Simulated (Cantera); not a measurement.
Input (Python, Cantera):

```python
import numpy as np
import cantera as ct

gas = ct.Solution("gri30.yaml")
gas.TPX = 1775, 1000000, {'CH4': 1, 'O2': 1.11, 'N2': 4.18}
reactor = ct.IdealGasConstPressureReactor(gas, energy="on", clone=False)
net = ct.ReactorNet([reactor])
net.rtol, net.atol = 1e-08, 1e-16
show = ['CH4', 'O2', 'NO', 'C2H2', 'C2H4']
times = np.geomspace(2e-06, 0.2, 12)

steps = ct.SolutionArray(gas, extra=["t"])
rows = []
print(f"{'t/s':>10s}{'T/K':>9s}{'P/Pa':>11s}" + "".join(f"{s:>11s}" for s in show))
for t in times:
    while net.time < t:
        t_next = net.step()
        steps.append(gas.state, t=t_next)
    rows.append([np.interp(t, steps.t, y) for y in (steps.T, steps.P, *steps(*show).X.T)])
    print(f"{t:10.3e}{rows[-1][0]:9.1f}{rows[-1][1]:11.4g}" + "".join(f"{x:11.3e}" for x in rows[-1][2:]))
rate = np.gradient(steps.T, steps.t)
print("integrator steps:", len(steps.t))
if steps.T.max() > steps.T[0] + 200:
    print(f"time of steepest temperature rise: {steps.t[rate.argmax()]:.4e} s")
gas.TPX = 1775, 1000000, {'CH4': 1, 'O2': 1.11, 'N2': 4.18}
gas.equilibrate("HP")
print(f"equilibrium (HP): T = {gas.T:.1f} K  " + "  ".join(f"{s} {gas[s].X[0]:.3e}" for s in show))
```

Output:

```
       t/s      T/K       P/Pa        CH4         O2         NO       C2H2       C2H4
 2.000e-06   1774.3      1e+06  1.586e-01  1.763e-01  2.879e-12  1.549e-09  1.886e-06
 5.696e-06   1775.9      1e+06  1.570e-01  1.756e-01  2.243e-11  2.108e-07  6.288e-05
 1.622e-05   1832.2      1e+06  1.383e-01  1.640e-01  5.753e-10  5.030e-05  1.890e-03
 4.620e-05   2866.1      1e+06  1.481e-10  1.051e-04  4.972e-04  6.479e-13  1.891e-16
 1.316e-04   2864.9      1e+06  1.391e-10  1.053e-04  6.188e-04  5.952e-13  1.739e-16
 3.748e-04   2864.1      1e+06  1.405e-10  1.044e-04  7.440e-04  6.007e-13  1.760e-16
 1.067e-03   2863.9      1e+06  1.408e-10  1.042e-04  7.679e-04  6.018e-13  1.764e-16
 3.040e-03   2863.9      1e+06  1.408e-10  1.042e-04  7.680e-04  6.018e-13  1.764e-16
 8.658e-03   2863.9      1e+06  1.408e-10  1.042e-04  7.680e-04  6.018e-13  1.764e-16
 2.466e-02   2863.9      1e+06  1.408e-10  1.042e-04  7.680e-04  6.018e-13  1.764e-16
 7.022e-02   2863.9      1e+06  1.408e-10  1.042e-04  7.680e-04  6.018e-13  1.764e-16
 2.000e-01   2863.9      1e+06  1.408e-10  1.042e-04  7.680e-04  6.018e-13  1.764e-16
integrator steps: 1630
time of steepest temperature rise: 2.3157e-05 s
equilibrium (HP): T = 2863.9 K  CH4 1.587e-10  O2 1.042e-04  NO 7.680e-04  C2H2 6.562e-13  C2H4 1.925e-16
```

Cantera simulation using GRI-Mech 3.0 (53 species, 325 reactions); the numbers are that mechanism's predictions, not measurements.
